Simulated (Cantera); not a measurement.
# Thermodynamics of carbon deposition, reforming and gasification, feed C₂H₆ + NH₃ + H₂

Input: 1 mol C₂H₆, 0.026 mol NH₃, 11 mol H₂, at 4.80 Torr.

Method: chemical equilibrium by Gibbs-energy minimisation in Cantera with the NASA 1993 tables (ideal gas, pure condensed phases). Candidate condensed phases: C, C₆H₆, C₇H₈, C₈H₁₈; 92 gas species. Rates play no part.

From 502 °C to 1602 °C the condensed part is C(graphite). The main C-bearing gas is CH₄ at 502 °C and C₂H₂ (acetylene) at 1602 °C.

```csv
T (°C),log p H₂,log p CH₄,log p H,log p N₂,log p C₂H₂ (acetylene),log p HCN,n C(graphite)
502,-2.20,-4.09,-13.10,-5.22,<-14,-11.02,1.82
602,-2.20,-4.75,-11.40,-5.23,-12.82,-9.99,1.96
702,-2.19,-5.29,-10.04,-5.23,-11.44,-9.17,1.99
802,-2.19,-5.73,-8.93,-5.23,-10.32,-8.51,2.00
902,-2.19,-6.11,-8.01,-5.23,-9.39,-7.96,2.00
1002,-2.19,-6.42,-7.23,-5.23,-8.61,-7.50,2.00
1102,-2.19,-6.69,-6.56,-5.23,-7.94,-7.11,2.00
1202,-2.19,-6.93,-5.98,-5.23,-7.37,-6.77,2.00
1302,-2.19,-7.13,-5.48,-5.24,-6.87,-6.47,2.00
1402,-2.19,-7.31,-5.03,-5.25,-6.43,-6.22,2.00
1502,-2.20,-7.47,-4.64,-5.27,-6.04,-6.00,1.99
1602,-2.20,-7.61,-4.28,-5.29,-5.70,-5.81,1.99
```
log p: log10 of the partial pressure in bar; n: condensed amount in mol.
